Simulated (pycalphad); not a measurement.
Computed with pycalphad from the COST 507 light-alloy database (1999), at 1 atm. The data set is of 1999 and partly superseded. Phase fractions are per mole of atoms. Kinetics are ignored, which matters at the lower temperatures.

**Question.** Give the equilibrium state of Ti-4.012C (wt.%) at 900 K.

**Answer.** hcp, fraction 0.608, with 0.13 C wt.%; fcc, fraction 0.392, with 12.2 C wt.%.

**Question.** Give the equilibrium state of Ti-4.012C (wt.%) at 1350 K.

**Answer.** 
```
T = 1350.00 K, P = 101325 Pa, N = 1 mol of atoms
G = -94657 J/mol, H = 639 J/mol, S = 70.59 J/(mol K)  (SER reference)
chemical potentials (J/mol): Ti -70276, C -241014
phase             fraction      x(Ti)       x(C)
BCC_A2              0.5922     0.9926     0.0074
FCC_A1              0.4078     0.6606     0.3394
```

FCC_A1 is fcc; BCC_A2 is bcc. The fcc model also describes the rock-salt carbide or nitride (TiC, TiN, HfC).
